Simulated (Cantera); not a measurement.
Charge: 1 mol H2S, 6.3 mol H2O, 8 mol O2, at 2552 °C and 0.00120 bar.

Method: chemical equilibrium by Gibbs-energy minimisation in Cantera with the NASA 1993 tables (ideal gas, pure condensed phases). Candidate condensed phases: H2O, H2SO4, S; 19 gas species. Kinetics and transport are ignored.

### Question
What is the equilibrium state?

### Answer
```
Property                             Value
-------------------------------  ---------
x(O)                                 0.470
x(H)                                 0.358
x(O2)                               0.0739
x(OH)                               0.0404
x(H2)                               0.0193
x(SO)                               0.0153
x(S)                                0.0106
x(H2O)                             0.00758
x(SO2)                             0.00489
gas amount                       32.28 mol
log10 activity of S(l) (absent)      -5.91
```
